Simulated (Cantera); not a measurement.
A perfectly stirred reactor is fed with CH4 : H2 : O2 : N2 = 1 : 0.18 : 2.09 : 7.86 (molar parts), equivalence ratio 1.0, at 3750 Torr; it is adiabatic with a 525 K inlet, and is followed from long to short residence time, starting on the burning branch (τ in s: 0.056, 0.021, 0.0081, 0.0031, 0.0012, 0.00045, 0.00017, 6.5e-05, 2.5e-05, 9.4e-06).

Model: GRI-Mech 3.0 (53 species, 325 reactions), integrated in Cantera.

**Question.** What does this change do: inlet temperature 525 to 675 K?

**Answer.** 
| quantity | before | after |
|---|---|---|
| blow-out, bracketed by the residence times tried | burning at 25.0 µs, out at 9.40 µs | burning at 25.0 µs, out at 9.40 µs |
| x(CH4) at τ = 56.0 ms | 1.39e-6 | 8.82e-7 |
| x(H2) at τ = 56.0 ms | 0.00415 | 0.00533 |
| x(O2) at τ = 56.0 ms | 0.00518 | 0.00645 |
| x(HO2) at τ = 56.0 ms | 1.38e-6 | 1.97e-6 |
| x(C2H2) at τ = 56.0 ms | 1.75e-10 | 5.70e-11 |
| x(CH4) at τ = 0.450 ms | 7.64e-5 | 6.02e-5 |
| x(H2) at τ = 0.450 ms | 0.00789 | 0.00839 |
| x(O2) at τ = 0.450 ms | 0.0116 | 0.0122 |
| x(HO2) at τ = 0.450 ms | 5.49e-6 | 5.08e-6 |
| x(C2H2) at τ = 0.450 ms | 1.49e-7 | 9.26e-8 |
